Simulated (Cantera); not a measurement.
A closed system holds: 1 mol Si, 0.038 mol CO2, 21 mol CO, at 1702 °C and 7.50 Torr.

These are equilibrium values from Cantera (NASA tables, ideal gas, pure condensed phases), not measurements of a reactor. Candidate condensed phases: C, Si, SiC, SiO2; 20 gas species. Kinetics and transport are ignored.

Base state: CO 0.975, SiO 0.0245, Si 0.000273 (mole fractions); condensed: SiC(s).

**Question.** What changes in the equilibrium state with this change: temperature from 1702 °C to 1102 °C?

**Answer.** 
```tsv
species	before	after
CO	0.975	1.000
SiO	0.0245	7.14e-5
CO2	4.64e-7	2.23e-5
Si	0.000273	<1e-9
SiC(s), mol	0.478	0
C(graphite), mol	0	1.96
SiO2(β-quartz), mol	0	0.999
```
The tables hold silica as quartz up to 1696 K and as liquid above; real silica turns to tridymite and cristobalite and melts near 1996 K.
